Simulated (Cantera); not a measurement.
Input (Python, Cantera) and output of one run.

```python
import numpy as np
import cantera as ct

gas_names = """
    B BH BH2 BH3 BN B2 H H2 N NH NH2 NH3 N2 N2H2 N2H4
""".split()
cond_names = """
    B(b) B(L) BN(s)
""".split()


# ... load() reads the species with a 1 bar reference pressure and builds the phases ...
atoms = {
    'borazine': {'B': 3, 'N': 3, 'H': 6},
    'N2': {'N': 2},
    'H2': {'H': 2},
}
top_T = {'BN(s)': 3200}  # K; cautious upper limits of use, not melting points


# ... equilibrate(T, P, feed) seeds the gas with the atoms and calls Mixture.equilibrate('TP', solver="vcs", rtol=1e-11, max_steps=5000) ...
results = []
feed = {'borazine': 1, 'N2': 5.8, 'H2': 73}  # mol
P = 10000  # Pa
for T in [1798, 1848, 1898, 1948, 1998, 2048, 2098, 2148, 2198, 2248]:
    mix = equilibrate(T, P, feed)
    results.append((T, P, feed, dict(zip(mix.species_names, mix.species_moles))))

top = {s: max(r[3][s] / sum(r[3][g] for g in gas_names) for r in results) for s in gas_names}
cols = sorted((s for s in top if top[s] > 0.001), key=lambda s: -top[s])[:8]
seen = [c for c in cond_names if any(r[3].get(c, 0) > 1e-12 for r in results)]
print("log10 of partial pressures in bar; condensed amounts in mol")
print(f"{'T/K':>10s}" + "".join(f"{s[:9]:>10s}" for s in cols + seen))
for T, P, feed, n in results:
    ng = sum(n[g] for g in gas_names)
    print(f"{T:10.4g}" + "".join(f"{np.log10(max(n[s] / ng * P / 1e5, 1e-99)):10.3f}" for s in cols)
          + "".join(f"{n.get(c, 0):10.4g}" for c in seen))
```

It prints:

```
log10 of partial pressures in bar; condensed amounts in mol
       T/K        H2        N2         H       BH2     BN(s)
      1798    -1.032    -2.150    -3.970    -6.543         3
      1848    -1.033    -2.150    -3.792    -6.197     2.999
      1898    -1.033    -2.150    -3.623    -5.869     2.999
      1948    -1.034    -2.150    -3.464    -5.559     2.998
      1998    -1.034    -2.150    -3.312    -5.265     2.995
      2048    -1.035    -2.151    -3.167    -4.985     2.991
      2098    -1.036    -2.151    -3.030    -4.720     2.984
      2148    -1.038    -2.151    -2.899    -4.467     2.971
      2198    -1.040    -2.151    -2.774    -4.227     2.949
      2248    -1.043    -2.151    -2.655    -3.999     2.912
```

Equilibrium computed with Cantera from the NASA thermochemical tables; the gas is ideal and each condensed phase is pure. The feed counts by its element totals alone. The tables' values for BH2 are old estimates; treat these amounts as uncertain. Gases not in the tables: B2H6 and higher boranes.
